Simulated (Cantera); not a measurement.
# Equilibrium for silicon etching in halogen gases: Si + NF3 + N2

Feed: 1 mol Si, 1.5 mol NF3, 0.36 mol N2, at 143 Torr.

These are equilibrium values from Cantera (NASA tables, ideal gas, pure condensed phases), not measurements of a reactor. Candidate condensed phases: Si, Si3N4; 16 gas species. Kinetics and transport are ignored.

| T (K) | x N2 | x SiF4 | x F2 | x NF3 | x F | x NF2 |
|---|---|---|---|---|---|---|
| 623 | 0.468 | 0.455 | 0.00221 | 0.0744 | 2.76e-5 | 2.23e-9 |
| 673 | 0.468 | 0.454 | 0.00750 | 0.0705 | 0.000163 | 1.23e-8 |
| 723 | 0.468 | 0.450 | 0.0201 | 0.0613 | 0.000732 | 5.04e-8 |
| 773 | 0.468 | 0.442 | 0.0419 | 0.0449 | 0.00254 | 1.52e-7 |
| 823 | 0.468 | 0.433 | 0.0661 | 0.0259 | 0.00691 | 3.30e-7 |
| 873 | 0.466 | 0.426 | 0.0811 | 0.0118 | 0.0152 | 5.39e-7 |
| 923 | 0.463 | 0.420 | 0.0837 | 0.00467 | 0.0285 | 7.17e-7 |
| 973 | 0.459 | 0.414 | 0.0772 | 0.00173 | 0.0475 | 8.30e-7 |
| 1023 | 0.453 | 0.409 | 0.0653 | 0.000614 | 0.0719 | 8.60e-7 |
x: gas mole fraction; nothing condenses.

From 623 K to 1023 K nothing is condensed. The main Si-bearing gas is SiF4 throughout.
